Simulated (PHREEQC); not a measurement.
1 kg of water holding 0.24 mol NaCl, 0.16 mol K2SO4 and 0.0038 mol MgSO4 is evaporated at 25 °C; the solids stay in contact with the brine. The system is closed to CO2. The run lets Arcanite, Bischofite, Bloedite, Brucite, Carnallite, Epsomite, Glaserite, Halite, Hexahydrite, Kainite, Kieserite, Leonite, Mirabilite, Misenite, Schoenite, Sylvite, Thenardite, MgCl2_4H2O precipitate or redissolve, and no other solid.

Equilibrium calculation in PHREEQC: Pitzer model, pitzer.dat.

| water left (kg) | ionic strength | water activity | Glaserite (mol) |
|---|---|---|---|
| 1 | 0.735 | 0.986 | 0 |
| 0.8219 | 0.895 | ___ | 0 |
| 0.5552 | 1.32 | 0.976 | 0 |
| 0.4563 | 1.61 | 0.970 | 0 |
| 0.375 | 1.96 | 0.964 | 0 |
| 0.2533 | 2.90 | 0.948 | 0 |
| 0.2082 | 3.53 | 0.936 | 0 |
| 0.1711 | ___ | 0.928 | 0.0139 |
| 0.1156 | 4.18 | 0.908 | 0.0420 |
| 0.09502 | 4.46 | 0.893 | 0.0520 |
| 0.07809 | 4.82 | ___ | 0.0598 |
| 0.05275 | 5.87 | 0.821 | 0.0709 |
| 0.04335 | 6.64 | 0.783 | ___ |
| 0.03564 | 7.56 | 0.736 | ___ |
| 0.02407 | 8.02 | 0.717 | 0.0782 |
| 0.01979 | 8.07 | 0.716 | 0.0789 |

**Question.** What belongs in the gaps?

**Answer.** 
- 0.8219, water activity: 0.983
- 0.1711, ionic strength: 3.81
- 0.07809, water activity: 0.875
- 0.04335, Glaserite (mol): 0.0746
- 0.03564, Glaserite (mol): 0.0771

Complexes and solids missing from the database can't appear.
